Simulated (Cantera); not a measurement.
# Chemical vapour transport: Si + H2O

Input: 1 mol Si, 2.2 mol H2O, held at 0.200 bar.

These are equilibrium values from Cantera (NASA tables, ideal gas, pure condensed phases), not measurements of a reactor. Candidate condensed phases: H2O, Si, SiO2; 18 gas species. The tables hold silica as quartz up to 1696 K and as liquid above; real silica turns to tridymite and cristobalite and melts near 1996 K. Gases not in the tables: Si(OH)4. Equilibrium is a limit: real reactors are often held back by kinetics, nucleation or transport.

At 552 °C the condensed part is SiO2(α-quartz). From 627 °C to 1002 °C the condensed part is SiO2(β-quartz).

```tsv
T (°C)	log p H2	log p H2O	log p H	log p OH	n SiO2(α-quartz)	n SiO2(β-quartz)
552	-0.74	-1.74	-11.47	<-12	1.00	0
627	-0.74	-1.74	-10.30	<-12	0	1.00
702	-0.74	-1.74	-9.31	<-12	0	1.00
777	-0.74	-1.74	-8.46	-11.96	0	1.00
852	-0.74	-1.74	-7.72	-11.01	0	1.00
927	-0.74	-1.74	-7.07	-10.17	0	1.00
1002	-0.74	-1.74	-6.50	-9.44	0	1.00
```
log p: log10 of the partial pressure in bar; n: condensed amount in mol.
